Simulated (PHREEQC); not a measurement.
Na2SO4 is added in steps, without added water, to 1 kg of water holding 12 mmol/kgw AgF and 12 mmol/kgw HF, at 25 °C. O2 is buffered at 0.21 atm. CO2 from the air is kept out. The run lets Ag2O, Ag2SO4, Mirabilite precipitate or redissolve, and no other solid.

Base run: PHREEQC, ion-association model, wateq4f.dat. Each further column changes one thing. The table gives pH.

```csv
Na2SO4 added (mol),base,Debye-Hückel limiting law,Davies equation for every ion,all activity coefficients set to 1
0,3.19,3.19,3.19,3.23
0.005625,3.18,3.18,3.19,3.25
0.01238,3.18,3.17,3.19,3.26
0.018,3.18,3.16,3.19,3.27
0.02363,3.18,3.16,3.19,3.28
0.03037,3.18,3.15,3.19,3.29
0.036,3.18,3.14,3.19,3.30
```
